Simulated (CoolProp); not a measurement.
Vapour-liquid equilibrium of n-perfluorobutane (1) + R365MFC (2) at 61.95 °C; x and y are mole fractions of (1).

Values from CoolProp's multi-fluid Helmholtz-energy mixture model, Gao 2022 and Lemmon 2016; pair parameters Bell 2016.

| x | bubble pressure (kPa) | y at the bubble point | dew pressure at overall composition x (kPa) | liquid density (mol/L) |
|---|---|---|---|---|
| 0.05 | 307.8 | 0.330 | 219.6 | 7.771 |
| 0.125 | 415.4 | 0.518 | 238.1 | 7.541 |
| 0.2 | 488.5 | 0.603 | 259.7 | 7.318 |
| 0.275 | 539.6 | 0.652 | 285.4 | 7.103 |
| 0.35 | 577.3 | 0.686 | 316.5 | 6.897 |
| 0.425 | 607.3 | 0.714 | 354.6 | 6.701 |
| 0.5 | 633.0 | 0.739 | 402.3 | 6.515 |
| 0.575 | 656.4 | 0.764 | 462.5 | 6.340 |
| 0.65 | 678.6 | 0.792 | 537.2 | 6.177 |
| 0.725 | 699.6 | 0.823 | 618.9 | 6.026 |
| 0.8 | 719.2 | 0.860 | 684.6 | 5.890 |
| 0.875 | 736.4 | 0.904 | 726.0 | 5.767 |
| 0.95 | 749.7 | 0.957 | 748.3 | 5.658 |

No azeotrope shows between x = 0.05 and 0.95.

The pair parameters rest on a limited set of measurements; away from them the model extrapolates. With so large a gap from Raoult's law the liquid may split in two, which this calculation doesn't test in full.
